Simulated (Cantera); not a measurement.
**Formation from one mole of Cl2**

Source: NASA polynomial tables (part measured, part estimated), evaluated in Cantera. Values are per mole of reaction as written; species without (g) are pure solids or liquids, kept so even where they would boil at 1 bar.

2 Cu + Cl2(g) → 0.6667 Cu3Cl3(g)

| T (K) | ΔH° (kJ) | ΔS° (J/K) | ΔG° (kJ) | log10 K |
|---|---|---|---|---|
| 300 | -172.4 | -3.0 | -171.5 | 29.86 |
| 750 | -173.1 | -4.3 | -169.9 | 11.83 |
| 800 | -173.3 | -4.6 | -169.7 | 11.08 |
| 850 | -173.6 | -4.8 | -169.4 | 10.41 |
| 900 | -173.8 | -5.1 | -169.2 | 9.82 |
| 950 | -174.1 | -5.4 | -168.9 | 9.29 |
| 1000 | -174.4 | -5.8 | -168.6 | 8.81 |
| 1050 | -174.8 | -6.1 | -168.3 | 8.37 |
| 1100 | -175.2 | -6.5 | -168.0 | 7.98 |
| 1150 | -175.6 | -6.9 | -167.7 | 7.62 |
| 1200 | -176.1 | -7.3 | -167.3 | 7.28 |
| 1250 | -176.6 | -7.7 | -167.0 | 6.98 |

Pb + Cl2(g) → PbCl2(g)

| T (K) | ΔH° (kJ) | ΔS° (J/K) | ΔG° (kJ) | log10 K | condensed phases |
|---|---|---|---|---|---|
| 300 | -174.1 | 29.3 | -182.9 | 31.84 | Pb(s) |
| 750 | -182.5 | 14.3 | -193.2 | 13.45 | Pb(l) |
| 800 | -183.0 | 13.7 | -193.9 | 12.66 | Pb(l) |
| 850 | -183.4 | 13.1 | -194.6 | 11.96 | Pb(l) |
| 900 | -183.9 | 12.6 | -195.2 | 11.33 | Pb(l) |
| 950 | -184.3 | 12.1 | -195.8 | 10.77 | Pb(l) |
| 1000 | -184.8 | 11.6 | -196.4 | 10.26 | Pb(l) |
| 1050 | -185.2 | 11.2 | -197.0 | 9.80 | Pb(l) |
| 1100 | -185.7 | 10.8 | -197.5 | 9.38 | Pb(l) |
| 1150 | -186.1 | 10.4 | -198.1 | 9.00 | Pb(l) |
| 1200 | -186.5 | 10.1 | -198.6 | 8.64 | Pb(l) |
| 1250 | -186.9 | 9.7 | -199.1 | 8.32 | Pb(l) |

Mg + Cl2(g) → MgCl2(g)

```tsv
T (K)	ΔH° (kJ)	ΔS° (J/K)	ΔG° (kJ)	log10 K	condensed phases
300	-392.5	21.4	-398.9	69.45	Mg(s)
750	-394.0	18.5	-407.9	28.41	Mg(s)
800	-394.3	18.1	-408.8	26.69	Mg(s)
850	-394.7	17.7	-409.7	25.18	Mg(s)
900	-395.0	17.3	-410.6	23.83	Mg(s)
950	-403.9	7.7	-411.2	22.61	Mg(l)
1000	-404.4	7.2	-411.5	21.50	Mg(l)
1050	-404.9	6.7	-411.9	20.49	Mg(l)
1100	-405.4	6.2	-412.2	19.57	Mg(l)
1150	-405.9	5.8	-412.5	18.74	Mg(l)
1200	-406.4	5.4	-412.8	17.97	Mg(l)
1250	-406.8	5.0	-413.1	17.26	Mg(l)
```
